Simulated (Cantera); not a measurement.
Input: 1 mol Ca(OH)2, 0.47 mol CO2, 0.072 mol H2O, at 0.133 bar.

These are equilibrium values from Cantera (NASA tables, ideal gas, pure condensed phases), not measurements of a reactor. Candidate condensed phases: C, C6H6, C7H8, C8H18, Ca, CaCO3, CaO, Ca(OH)2, H2O; 115 gas species. Equilibrium is a limit: real reactors are often held back by kinetics, nucleation or transport. All values below are at 2248 K.

Base state: H2O 0.645, CO2 0.257, CO 0.0378, O2 0.0239, H2 0.0175, OH 0.0147, H 0.00266, O 0.00154 (mole fractions); condensed: CaO(s).

What changes in the equilibrium state with this change: pressure from 0.133 bar to 26.0 Pa?


```tsv
species	before	after
H2O	0.645	0.305
H	0.00266	0.138
CO	0.0378	0.137
CO2	0.257	0.0832
O	0.00154	0.0711
H2	0.0175	0.0921
OH	0.0147	0.0686
O2	0.0239	0.0988
Ca	7.78e-7	0.00444
CaO	5.31e-7	0.000272
CaOH	2.28e-5	0.00119
Ca(OH)2	0.000363	0.000172
CaO(s), mol	0.999	0.987
```
